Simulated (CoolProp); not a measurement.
Vapour-liquid equilibrium of ethane (1) + hydrogen chloride (2) at 0.485 bar; x and y are mole fractions of (1).

Computed with CoolProp (multi-fluid Helmholtz-energy mixture model, Bücker 2006 and Thol 2018; pair parameters Bell 2016).

| x | bubble temperature, mixture model (K) | bubble temperature, Raoult's law (K) | y, mixture model | y, Raoult's law |
|---|---|---|---|---|
| 0.05 | 171.5 | 175.9 | ? | 0.064 |
| 0.2 | ? | 175.2 | ? | 0.245 |
| 0.35 | 166.8 | 174.6 | ? | 0.412 |
| 0.5 | 166.8 | 174.0 | 0.554 | 0.567 |
| 0.65 | 166.8 | 173.3 | ? | 0.709 |
| 0.8 | ? | 172.7 | ? | 0.841 |
| 0.95 | ? | 172.1 | 0.842 | 0.962 |

Some entries are withheld; supply them.


- 0.05, y, mixture model: 0.297
- 0.2, bubble temperature, mixture model (K): 167.3
- 0.2, y, mixture model: 0.519
- 0.35, y, mixture model: 0.549
- 0.65, y, mixture model: 0.572
- 0.8, bubble temperature, mixture model (K): 167.4
- 0.8, y, mixture model: 0.635
- 0.95, bubble temperature, mixture model (K): 170.0

The largest gap from Raoult's law is -7.9 K in bubble temperature, at x = 0.2. y crosses x between x = 0.5 and 0.65: the model has an azeotrope there.

The pair parameters rest on a limited set of measurements; away from them the model extrapolates. With so large a gap from Raoult's law the liquid may split in two, which this calculation doesn't test in full.
